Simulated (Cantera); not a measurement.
Charge: 1 mol SiCl4, 4.6 mol H2, 1.3 mol Cl2, held at 850 °C and 100 Torr.

Cantera equilibrium calculation (NASA polynomials, part measured and part estimated; ideal gas, pure solids and liquids). The tables' values for SiCl3 are old estimates; treat these amounts as uncertain. The numbers say what is thermodynamically allowed, not how fast it happens.

```tsv
species	before	after
H2	0.475	0.478
HCl	0.381	0.377
SiCl4	0.141	0.145
SiCl3	0.000852	<1e-9
SiCl2	6.39e-5	<1e-9
SiHCl3	0.00302	2.93e-7
```
Gas species are given as mole fractions.

Problem. Which change was made?
A) Cl2 from 1.3 to 0.86 mol
B) Cl2 from 1.3 to 1.7 mol
C) temperature from 850 °C to 227 °C
D) temperature from 850 °C to 975 °C

Solution. C, temperature from 850 °C to 227 °C
